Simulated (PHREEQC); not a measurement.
## Buffer

Consider water at 20 °C with 0.055 mol NH4Cl, 0.0032 mol NaOH and 0.00023 mol KCl per kg of water. Closed to the air; pH follows from the charge balance.

Computed with PHREEQC (ion-association model, wateq4f.dat).

Precipitation was switched off in this run.

Q: What pH does the model give?

A: pH 8.28.

Q: In which forms is N present?

A: NH4+ 94 %, NH3 5.8 % of the N.

Species that the database lacks are ignored.
